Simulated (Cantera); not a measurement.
An isothermal, constant-pressure homogeneous reactor starts with H2 : O2 : H2O = 0.32 : 1 : 0.022 (molar parts), equivalence ratio 0.16, at 1025 K and 0.0133 bar.

Cantera simulation using the H2/O2 subset of GRI-Mech 3.0, which has no nitrogen chemistry; the numbers are that mechanism's predictions, not measurements. Radical loss at walls, strong at low pressure, is not modelled. The temperature is held fixed by assumption; the heat of reaction is taken as removed at once.

x: mole fraction; the columns are a selection and need not sum to one.

```csv
t (s),x H2,x O2,x O,x HO2,x H2O2
1.00e-5,0.238,0.745,1.10e-12,3.36e-11,<1e-12
4.64e-5,0.238,0.745,2.07e-11,1.56e-10,<1e-12
0.000215,0.238,0.745,3.80e-10,7.33e-10,<1e-12
0.00100,0.238,0.745,1.01e-7,6.83e-9,7.21e-12
0.00464,0.0146,0.652,0.0414,1.54e-5,(withheld)
0.0215,0.00117,0.707,0.00321,1.35e-5,(withheld)
0.100,3.13e-5,0.710,8.44e-5,1.83e-6,(withheld)
0.464,1.72e-6,0.711,6.05e-6,1.78e-7,(withheld)
2.15,1.95e-7,0.711,8.09e-7,2.62e-8,(withheld)
10.0,3.15e-8,0.711,1.40e-7,5.02e-9,(withheld)
```

**Question.** What belongs in the gaps?

**Answer.** 
- 0.00464, x H2O2: 3.68e-7
- 0.0215, x H2O2: 6.53e-7
- 0.100, x H2O2: 2.59e-7
- 0.464, x H2O2: 6.48e-8
- 2.15, x H2O2: 1.68e-8
- 10.0, x H2O2: 4.22e-9
